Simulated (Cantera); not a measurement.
A perfectly stirred reactor is fed with C2H6 : N2 = 1 : 190 (molar parts), at 1.50 bar; it is held at 1350 K, and followed from long to short residence time.

Computed with Cantera and GRI-Mech 3.0 (53 species, 325 reactions). GRI-Mech 3.0 stops at C3 and has no aromatics, soot or wall deposition, so with more carbon than oxygen in the feed, carbon stays in small species such as C2H2 where larger ones or solid carbon would form.

Question: Predict: x(C2H6) at τ = 2.40 s; x(C2H2) at τ = 2.40 s; x(C2H4) at τ = 2.40 s; x(H) at τ = 2.40 s; x(HCN) at τ = 2.40 s; x(C2H6) at τ = 75.0 ms; x(C2H2) at τ = 75.0 ms; x(C2H4) at τ = 75.0 ms; x(H) at τ = 75.0 ms; x(HCN) at τ = 75.0 ms.

Answer: 
| Quantity | Value |
|---|---|
| x(C2H6) at τ = 2.40 s | 2.76e-5 |
| x(C2H2) at τ = 2.40 s | 0.00399 |
| x(C2H4) at τ = 2.40 s | 0.000210 |
| x(H) at τ = 2.40 s | 7.36e-7 |
| x(HCN) at τ = 2.40 s | 5.22e-9 |
| x(C2H6) at τ = 75.0 ms | 0.000236 |
| x(C2H2) at τ = 75.0 ms | 0.00338 |
| x(C2H4) at τ = 75.0 ms | 0.00105 |
| x(H) at τ = 75.0 ms | 3.10e-6 |
| x(HCN) at τ = 75.0 ms | 8.77e-9 |
